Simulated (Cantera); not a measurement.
What does this Cantera script print?

```python
import numpy as np
import cantera as ct

gas_names = """
    C CN CO CO2 C2 CCN CNC C2N2 C2O C3 C3O2 C4 C4N2 C5 Mg MgN MgO Mg2 N NCO NO NO2 NO3 N2 N2O O O2 O3
""".split()
cond_names = """
    C(gr) Mg(cr) Mg(L) MgCO3(s) MgO(s) MgO(L)
""".split()


def load(file, names, dense=False):
    # The tables refer to 1 bar. Condensed volumes are neglected.
    table = {s.name: s for s in ct.Species.list_from_file(file)}
    out = []
    for n in names:
        d = dict(table[n].input_data)
        d["thermo"] = dict(d["thermo"], **{"reference-pressure": 1e5})
        if dense:
            d["equation-of-state"] = {"model": "constant-volume", "density": "1e6 g/cm^3"}
        out.append(ct.Species.from_dict(d))
    return out


gas = ct.Solution(thermo="ideal-gas", species=load("nasa_gas.yaml", gas_names))
cond = {s.name: ct.Solution(thermo="fixed-stoichiometry", species=[s], name=s.name)
        for s in load("nasa_condensed.yaml", cond_names, dense=True)}
atoms = {
    'MgCO3': {'Mg': 1, 'C': 1, 'O': 3},
    'O2': {'O': 2},
    'N2': {'N': 2},
}
top_T = {'C(gr)': 4500}  # K; cautious upper limits of use, not melting points


def equilibrate(T, P, feed):
    n = {}
    for name, mol in feed.items():
        for a, k in atoms[name].items():
            n[a] = n.get(a, 0.0) + k * mol
    gas.TPX = T, P, n
    mass = sum(n.values()) * gas.mean_molecular_weight
    gas.equilibrate("TP")
    valid = [c for c in cond.values() if c.min_temp <= T <= top_T.get(c.name, c.max_temp)]
    mix = ct.Mixture([(gas, mass / gas.mean_molecular_weight)] + [(c, 0.0) for c in valid])
    mix.T, mix.P = T, P
    mix.equilibrate("TP", solver="vcs", rtol=1e-11, max_steps=5000)
    return mix


results = []
feed = {'MgCO3': 1, 'O2': 0.88, 'N2': 4.5}  # mol
T = 1398  # K
P = 101325  # Pa
mix = equilibrate(T, P, feed)
results.append((T, P, feed, dict(zip(mix.species_names, mix.species_moles))))
x = sorted(zip(gas.X, gas.species_names), reverse=True)
print(f"T = {T:g} K  P = {P:g} Pa  gas = {mix.phase_moles(0):.4g} mol")
print("   x: " + "  ".join(f"{s} {v:.3e}" for v, s in x if v > 0.0001))
print("   condensed (mol): " + ("  ".join(f"{mix.phase(i).name} {mix.phase_moles(i):.4g}"
      for i in range(1, mix.n_phases) if mix.phase_moles(i) > 1e-12) or "none"))
```

Output:

```
T = 1398 K  P = 101325 Pa  gas = 6.38 mol
   x: N2 7.051e-01  CO2 1.567e-01  O2 1.377e-01  NO 5.487e-04
   condensed (mol): MgO(s) 1
```

Method: chemical equilibrium by Gibbs-energy minimisation in Cantera with the NASA 1993 tables (ideal gas, pure condensed phases).
